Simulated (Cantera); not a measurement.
## Pyrogenic steam for wet oxidation

An isothermal, constant-pressure homogeneous reactor starts with H2 : O2 : N2 = 1.4 : 1 : 21 (molar parts), equivalence ratio 0.70, at 948 K and 0.118 atm.

Cantera simulation using GRI-Mech 3.0 (53 species, 325 reactions); the numbers are that mechanism's predictions, not measurements. Radical loss at walls, strong at low pressure, is not modelled. Below about 950 K walls govern HO2 and H2O2 in real vessels. The temperature is held fixed by assumption; the heat of reaction is taken as removed at once.

```csv
t (s),x H2,x O2,x NO2,x HO2,x N2O,x H2O
5.00e-5,0.0598,0.0427,<1e-12,2.52e-12,<1e-12,<1e-12
0.000125,0.0598,0.0427,<1e-12,6.43e-12,<1e-12,<1e-12
0.000313,0.0598,0.0427,<1e-12,1.71e-11,<1e-12,8.66e-12
0.000783,0.0598,0.0427,<1e-12,5.47e-11,<1e-12,1.04e-10
0.00196,0.0598,0.0427,<1e-12,7.19e-10,<1e-12,4.25e-9
0.00490,0.0598,0.0427,<1e-12,1.71e-6,<1e-12,1.63e-5
0.0122,0.00345,0.0157,1.87e-11,2.18e-6,4.87e-9,0.0553
0.0306,0.000400,0.0134,3.77e-10,1.59e-6,7.75e-9,0.0612
0.0766,8.08e-5,0.0132,3.84e-9,8.78e-7,8.85e-9,0.0616
0.192,1.68e-5,0.0132,1.35e-8,3.18e-7,9.33e-9,0.0617
0.479,2.76e-6,0.0132,2.50e-8,7.04e-8,9.55e-9,0.0617
1.20,3.61e-7,0.0132,2.76e-8,1.26e-8,9.65e-9,0.0617
3.00,4.59e-8,0.0132,2.10e-8,2.69e-9,9.71e-9,0.0617
```
x: mole fraction; the columns are a selection and need not sum to one.

Equilibrium at this temperature and pressure: H2 2.66e-11, O2 0.0132, NO2 3.20e-8, HO2 2.25e-11, N2O 1.53e-10, H2O 0.0617 (gas phase only).
